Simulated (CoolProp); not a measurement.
Vapour pressure (bar) of C2F6 (R116): the reference equation beside estimates from Tc = 19.9 °C, pc = 30.48 bar, ω = 0.257. Clausius-Clapeyron is anchored at -63.85 °C with a constant enthalpy of vaporisation of 15.25 kJ/mol.

Model: reference Helmholtz-energy equation of state, Lemmon 2006, in CoolProp. It is a short technical equation, of lower accuracy than the large ones.

```tsv
T (°C)	reference	Lee-Kesler	Clausius-Clapeyron	Redlich-Kwong	Soave-Redlich-Kwong	Peng-Robinson
-73.35	1.298	1.295	1.353	2.126	1.295	1.294
-63.85	2.053	2.056	2.053	3.152	2.055	2.044
-54.35	3.104	3.117	3.003	?	3.118	3.089
-44.85	4.518	4.542	4.257	6.190	4.555	4.502
-35.35	6.367	6.400	5.868	8.290	?	6.355
-25.85	8.727	8.766	7.891	10.83	8.848	8.731
-16.35	11.68	11.72	10.38	13.86	11.86	11.72
-6.85	?	15.37	13.39	17.41	15.57	15.41
```

Complete the blanks.


- -54.35, Redlich-Kwong: 4.492
- -35.35, Soave-Redlich-Kwong: 6.439
- -6.85, reference: 15.32

Absolute difference from the reference over all 8 rows, mean and median: Lee-Kesler 0.4 and 0.4 %, Clausius-Clapeyron 6.8 and 6.8 %, Redlich-Kwong 35.7 and 33.6 %, Soave-Redlich-Kwong 0.9 and 1.0 %, Peng-Robinson 0.3 and 0.3 %.
